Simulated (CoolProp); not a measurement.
A simple Rankine cycle with R134a: condensing at 313.15 K, boiler at 2.53 MPa, turbine inlet 356.3 K, turbine efficiency 0.65, pump efficiency 0.7, no recuperator. Each further row changes one setting.

Model: reference Helmholtz-energy equation of state, Tillner-Roth 1994, in CoolProp.

| case | thermal efficiency (%) | net work (kJ/kg) | heat in (kJ/kg) | turbine exit temperature (K) | volume ratio over the turbine |
|---|---|---|---|---|---|
| as stated | 5.5 | 9.80 | 179 | 319.1 | 2.82 |
| turbine inlet 376.3 K | 5.7 | 11.9 | 208 | … | 2.67 |
| condensing temperature 305.15 K | 6.6 | 12.5 | 191 | … | 3.56 |
| boiler pressure 1.77 MPa | … | … | 197 | 337.4 | 1.80 |
| turbine efficiency 0.55 | 4.5 | 8.00 | 179 | … | 2.85 |

Problem. What belongs in the gaps?

Solution. 
- turbine inlet 376.3 K, turbine exit temperature (K): 343.9
- condensing temperature 305.15 K, turbine exit temperature (K): 312.1
- boiler pressure 1.77 MPa, thermal efficiency (%): 3.7
- boiler pressure 1.77 MPa, net work (kJ/kg): 7.32
- turbine efficiency 0.55, turbine exit temperature (K): 320.7
